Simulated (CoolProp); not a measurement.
Vapour-liquid equilibrium of ethylene (1) + isobutane (2) at 3.85 bar; x and y are mole fractions of (1).

Computed with CoolProp (multi-fluid Helmholtz-energy mixture model, Smukala 2000 and Bücker 2006; pair parameters Bell 2016).

```
x      bubble temperature, mixture model (°C)  bubble temperature, Raoult's law (°C)  y, mixture model  y, Raoult's law
-----  --------------------------------------  -------------------------------------  ----------------  ---------------
0.05                                     11.3                                    3.0             0.405            0.570
0.125                                    -9.8                                  -19.5             0.728            0.832
0.2                                         ?                                  -33.3                 ?            0.917
0.275                                       ?                                  -42.8             0.926            0.953
0.35                                    -45.0                                  -49.8             0.957            0.971
0.425                                       ?                                  -55.3             0.973            0.982
0.5                                     -57.1                                  -59.8             0.983            0.988
0.575                                   -61.6                                  -63.5             0.989            0.992
0.65                                    -65.3                                  -66.7             0.993            0.995
0.725                                   -68.5                                  -69.4             0.995            0.996
0.8                                         ?                                  -71.9             0.997            0.998
0.875                                   -73.7                                  -74.0             0.999            0.999
0.95                                    -75.8                                  -76.0             1.000            1.000
```

### Question
Complete the blanks.

### Answer

- 0.2, bubble temperature, mixture model (°C): -25.2
- 0.2, y, mixture model: 0.865
- 0.275, bubble temperature, mixture model (°C): -36.5
- 0.425, bubble temperature, mixture model (°C): -51.7
- 0.8, bubble temperature, mixture model (°C): -71.3

The largest gap from Raoult's law is +9.7 K in bubble temperature, at x = 0.125. No azeotrope shows between x = 0.05 and 0.95.

Pair parameters are fitted to limited data, so mixtures are less certain than the pure fluids.
